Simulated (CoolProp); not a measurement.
Vapour-liquid equilibrium of benzene (1) + octamethylcyclotetrasiloxane (D4) (2) at 343 K; x and y are mole fractions of (1).

Model: multi-fluid Helmholtz-energy mixture model, Thol 2012 and Thol 2015; pair parameters Bell 2016, in CoolProp.

```json
[
 {"x": "0.05", "bubble pressure (bar)": "0.05252", "y at the bubble point": "0.605", "dew pressure at overall composition x (bar)": "0.02288", "liquid density (mol/L)": "3.162"},
 {"x": "0.2", "bubble pressure (bar)": "0.1616", "y at the bubble point": "0.892", "dew pressure at overall composition x (bar)": "0.02699", "liquid density (mol/L)": "3.616"},
 {"x": "0.35", "bubble pressure (bar)": "0.2752", "y at the bubble point": "0.948", "dew pressure at overall composition x (bar)": "0.03291", "liquid density (mol/L)": "4.188"},
 {"x": "0.5", "bubble pressure (bar)": "0.3803", "y at the bubble point": "0.970", "dew pressure at overall composition x (bar)": "0.04216", "liquid density (mol/L)": "4.932"},
 {"x": "0.65", "bubble pressure (bar)": "0.4796", "y at the bubble point": "0.983", "dew pressure at overall composition x (bar)": "0.05869", "liquid density (mol/L)": "5.938"},
 {"x": "0.8", "bubble pressure (bar)": "0.5824", "y at the bubble point": "0.992", "dew pressure at overall composition x (bar)": "0.09675", "liquid density (mol/L)": "7.369"},
 {"x": "0.95", "bubble pressure (bar)": "0.6942", "y at the bubble point": "0.998", "dew pressure at overall composition x (bar)": "0.2815", "liquid density (mol/L)": "9.554"}
]
```

No azeotrope shows between x = 0.05 and 0.95.

Pair parameters are fitted to limited data, so mixtures are less certain than the pure fluids. The gap from Raoult's law changes sign with composition, which may be real or a fault of the pair parameters; it wasn't checked against measurements.
